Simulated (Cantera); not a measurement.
## Formation from one mole of O2

Standard-state values (1 bar) from the NASA 1993 polynomials, evaluated with Cantera. Values are per mole of reaction as written; species without (g) are pure solids or liquids, kept so even where they would boil at 1 bar.

2 C + O2(g) = 2 CO(g)

| T (K) | ΔH° (kJ) | ΔS° (J/K) | ΔG° (kJ) | log10 K |
|---|---|---|---|---|
| 1123 | -225.5 | 175.2 | -422.2 | 19.64 |
| 1173 | -226.1 | 174.7 | -431.0 | 19.19 |
| 1223 | -226.7 | 174.1 | -439.7 | 18.78 |
| 1273 | -227.4 | 173.6 | -448.4 | 18.40 |
| 1323 | -228.0 | 173.1 | -457.0 | 18.04 |
| 1373 | -228.7 | 172.6 | -465.7 | 17.72 |
| 1423 | -229.4 | 172.1 | -474.3 | 17.41 |
| 1473 | -230.1 | 171.6 | -482.9 | 17.12 |
| 1523 | -230.8 | 171.2 | -491.5 | 16.86 |
| 1573 | -231.5 | 170.7 | -500.0 | 16.60 |
| 1623 | -232.2 | 170.3 | -508.5 | 16.37 |

2 Ti + O2(g) = 2 TiO(g)

| T (K) | ΔH° (kJ) | ΔS° (J/K) | ΔG° (kJ) | log10 K | condensed phases |
|---|---|---|---|---|---|
| 1123 | 92.2 | 175.9 | -105.3 | 4.90 | Ti(α) |
| 1173 | 82.8 | 167.7 | -114.0 | 5.07 | Ti(β) |
| 1223 | 81.9 | 167.0 | -122.3 | 5.22 | Ti(β) |
| 1273 | 81.0 | 166.3 | -130.7 | 5.36 | Ti(β) |
| 1323 | 80.1 | 165.6 | -139.0 | 5.49 | Ti(β) |
| 1373 | 79.0 | 164.8 | -147.2 | 5.60 | Ti(β) |
| 1423 | 77.9 | 164.0 | -155.4 | 5.71 | Ti(β) |
| 1473 | 76.7 | 163.1 | -163.6 | 5.80 | Ti(β) |
| 1523 | 75.4 | 162.3 | -171.8 | 5.89 | Ti(β) |
| 1573 | 74.0 | 161.4 | -179.8 | 5.97 | Ti(β) |
| 1623 | 72.6 | 160.5 | -187.9 | 6.05 | Ti(β) |

2 Pb + O2(g) = 2 PbO(g)

```
T (K)  ΔH° (kJ)  ΔS° (J/K)  ΔG° (kJ)  log10 K
-----  --------  ---------  --------  -------
1123      114.9      104.0      -1.8     0.09
1173      114.0      103.1      -7.0     0.31
1223      113.0      102.4     -12.2     0.52
1273      112.1      101.6     -17.2     0.71
1323      111.2      100.9     -22.3     0.88
1373      110.3      100.2     -27.3     1.04
1423      109.3       99.6     -32.3     1.19
1473      108.4       98.9     -37.3     1.32
1523      107.5       98.3     -42.2     1.45
1573      106.6       97.7     -47.1     1.56
1623      105.7       97.1     -52.0     1.67
```

0.8 Ta + O2(g) = 0.4 Ta2O5

```json
[
 {"T (K)": "1123", "ΔH° (kJ)": "-808.0", "ΔS° (J/K)": "-166.0", "ΔG° (kJ)": "-621.6", "log10 K": "28.91"},
 {"T (K)": "1173", "ΔH° (kJ)": "-807.2", "ΔS° (J/K)": "-165.2", "ΔG° (kJ)": "-613.3", "log10 K": "27.31"},
 {"T (K)": "1223", "ΔH° (kJ)": "-806.3", "ΔS° (J/K)": "-164.6", "ΔG° (kJ)": "-605.1", "log10 K": "25.84"},
 {"T (K)": "1273", "ΔH° (kJ)": "-805.5", "ΔS° (J/K)": "-163.9", "ΔG° (kJ)": "-596.9", "log10 K": "24.49"},
 {"T (K)": "1323", "ΔH° (kJ)": "-804.7", "ΔS° (J/K)": "-163.2", "ΔG° (kJ)": "-588.7", "log10 K": "23.24"},
 {"T (K)": "1373", "ΔH° (kJ)": "-803.8", "ΔS° (J/K)": "-162.6", "ΔG° (kJ)": "-580.6", "log10 K": "22.09"},
 {"T (K)": "1423", "ΔH° (kJ)": "-803.0", "ΔS° (J/K)": "-162.0", "ΔG° (kJ)": "-572.4", "log10 K": "21.01"},
 {"T (K)": "1473", "ΔH° (kJ)": "-802.1", "ΔS° (J/K)": "-161.4", "ΔG° (kJ)": "-564.3", "log10 K": "20.01"},
 {"T (K)": "1523", "ΔH° (kJ)": "-801.3", "ΔS° (J/K)": "-160.9", "ΔG° (kJ)": "-556.3", "log10 K": "19.08"},
 {"T (K)": "1573", "ΔH° (kJ)": "-800.5", "ΔS° (J/K)": "-160.3", "ΔG° (kJ)": "-548.3", "log10 K": "18.21"},
 {"T (K)": "1623", "ΔH° (kJ)": "-799.6", "ΔS° (J/K)": "-159.8", "ΔG° (kJ)": "-540.3", "log10 K": "17.39"}
]
```
